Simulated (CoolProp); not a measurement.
Vapour-liquid equilibrium of benzene (1) + n-nonane (2) at 301.7 K; x and y are mole fractions of (1).

Model: multi-fluid Helmholtz-energy mixture model, Thol 2012 and Lemmon 2006; pair parameters Bell 2016, in CoolProp.

```json
[
 {"x": "0.05", "bubble pressure, mixture model (MPa)": "0.002296", "bubble pressure, Raoult's law (MPa)": "0.001434", "y, mixture model": "0.699", "y, Raoult's law": "0.520"},
 {"x": "0.125", "bubble pressure, mixture model (MPa)": "0.004237", "bubble pressure, Raoult's law (MPa)": "0.002499", "y, mixture model": "0.848", "y, Raoult's law": "0.747"},
 {"x": "0.2", "bubble pressure, mixture model (MPa)": "0.005775", "bubble pressure, Raoult's law (MPa)": "0.003563", "y, mixture model": "0.896", "y, Raoult's law": "0.837"},
 {"x": "0.275", "bubble pressure, mixture model (MPa)": "0.007011", "bubble pressure, Raoult's law (MPa)": "0.004628", "y, mixture model": "0.919", "y, Raoult's law": "0.887"},
 {"x": "0.35", "bubble pressure, mixture model (MPa)": "0.008027", "bubble pressure, Raoult's law (MPa)": "0.005693", "y, mixture model": "0.934", "y, Raoult's law": "0.917"},
 {"x": "0.425", "bubble pressure, mixture model (MPa)": "0.008891", "bubble pressure, Raoult's law (MPa)": "0.006758", "y, mixture model": "0.945", "y, Raoult's law": "0.938"},
 {"x": "0.5", "bubble pressure, mixture model (MPa)": "0.009659", "bubble pressure, Raoult's law (MPa)": "0.007823", "y, mixture model": "0.953", "y, Raoult's law": "0.954"},
 {"x": "0.575", "bubble pressure, mixture model (MPa)": "0.01038", "bubble pressure, Raoult's law (MPa)": "0.008887", "y, mixture model": "0.960", "y, Raoult's law": "0.965"},
 {"x": "0.65", "bubble pressure, mixture model (MPa)": "0.01108", "bubble pressure, Raoult's law (MPa)": "0.009952", "y, mixture model": "0.966", "y, Raoult's law": "0.975"},
 {"x": "0.725", "bubble pressure, mixture model (MPa)": "0.01180", "bubble pressure, Raoult's law (MPa)": "0.01102", "y, mixture model": "0.973", "y, Raoult's law": "0.982"},
 {"x": "0.8", "bubble pressure, mixture model (MPa)": "0.01256", "bubble pressure, Raoult's law (MPa)": "0.01208", "y, mixture model": "0.980", "y, Raoult's law": "0.988"},
 {"x": "0.875", "bubble pressure, mixture model (MPa)": "0.01338", "bubble pressure, Raoult's law (MPa)": "0.01315", "y, mixture model": "0.987", "y, Raoult's law": "0.993"},
 {"x": "0.95", "bubble pressure, mixture model (MPa)": "0.01427", "bubble pressure, Raoult's law (MPa)": "0.01421", "y, mixture model": "0.994", "y, Raoult's law": "0.997"}
]
```

The largest gap from Raoult's law is +69.5 % in bubble pressure, at x = 0.125. No azeotrope shows between x = 0.05 and 0.95.

Pair parameters are fitted to limited data, so mixtures are less certain than the pure fluids. With so large a gap from Raoult's law the liquid may split in two, which this calculation doesn't test in full.
